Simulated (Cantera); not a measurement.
SiCl₄ + H₂ + C₃H₈ (silicon carbide growth)

A closed system holds: 1 mol SiCl₄, a varied amount of H₂, 0.0088 mol C₃H₈, equilibrated at 2000 K and 0.550 bar.

Cantera equilibrium calculation (NASA polynomials, part measured and part estimated; ideal gas, pure solids and liquids). Candidate condensed phases: C, C₆H₆, C₇H₈, C₈H₁₈, Si, SiC; 109 gas species. Mutual solubility and eutectic melting of coexisting phases are not modelled. The tables' values for SiCl₃, SiCl are old estimates; treat these amounts as uncertain. Gases not in the tables: Si₂H₆ and higher silanes. Rates play no part.

| n(H₂) (mol) | x H₂ | x HCl | x SiCl₂ | x SiCl₃ | x H | x Cl | x SiHCl₃ | n SiC(s) | n Si(l) |
|---|---|---|---|---|---|---|---|---|---|
| 7.3 | 0.678 | 0.215 | 0.0991 | 0.00441 | 0.00181 | 0.000427 | 0.000277 | 0.0262 | 0 |
| 14 | 0.806 | 0.135 | 0.0544 | 0.00140 | 0.00197 | 0.000246 | 9.58e-5 | 0.0262 | 0.0683 |
| 25 | 0.876 | 0.0958 | 0.0251 | 0.000438 | 0.00205 | 0.000167 | 3.13e-5 | 0.0260 | 0.271 |
| 46 | 0.925 | 0.0624 | 0.0101 | 0.000111 | 0.00211 | 0.000106 | 8.19e-6 | 0.0255 | 0.467 |
| 84 | 0.955 | 0.0387 | 0.00376 | 2.53e-5 | 0.00214 | 6.47e-5 | 1.89e-6 | 0.0248 | 0.623 |
| 150 | 0.973 | 0.0235 | 0.00136 | 5.50e-6 | 0.00216 | 3.89e-5 | 4.14e-7 | 0.0235 | 0.728 |
| 290 | 0.984 | 0.0128 | 0.000401 | 8.83e-7 | 0.00218 | 2.11e-5 | 6.69e-8 | 0.0206 | 0.788 |
x: gas mole fraction; n: condensed amount in mol.

At 7.3 mol H₂ the condensed part is SiC(s). From 14 mol H₂ to 290 mol H₂ the condensed part is Si(l) + SiC(s). The main Si-bearing gas is SiCl₂ throughout. The share of Si in condensed phases is highest at 290 mol H₂ (80.8 %) and lowest at 7.3 mol H₂ (2.6 %).
